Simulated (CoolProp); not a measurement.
Vapour-liquid equilibrium of hydrogen chloride (1) + propane (2) at 0.0511 MPa; x and y are mole fractions of (1).

Values from CoolProp's multi-fluid Helmholtz-energy mixture model, Thol 2018 and Lemmon 2009; pair parameters Bell 2016.

Give the bubble temperature and the first vapour's composition at x = 0.15, 0.35, 0.75. Is there an azeotrope?

x = 0.15: 186.5 K, y = 0.856; x = 0.35: 179.3 K, y = 0.926; x = 0.75: 178.1 K, y = 0.937. No azeotrope shows between x = 0.05 and 0.95.

Pair parameters are fitted to limited data, so mixtures are less certain than the pure fluids. With so large a gap from Raoult's law the liquid may split in two, which this calculation doesn't test in full.
